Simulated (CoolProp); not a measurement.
Model: reference Helmholtz-energy equation of state, Lemmon 2006, in CoolProp. It is a short technical equation, of lower accuracy than the large ones.

Question: For acetone, give the phase and the Z, cp (kJ/(kg K)), isothermal compressibility (1/MPa), expansivity (1/kK) at 456.2 K and 262 bar; 539.6 K and 262 bar.

Answer: 
- 456.2 K and 262 bar: liquid; Z 0.621, cp 2.50, isothermal compressibility 0.00336, expansivity 1.73
- 539.6 K and 262 bar: supercritical; Z 0.620, cp 2.74, isothermal compressibility 0.00728, expansivity 2.27
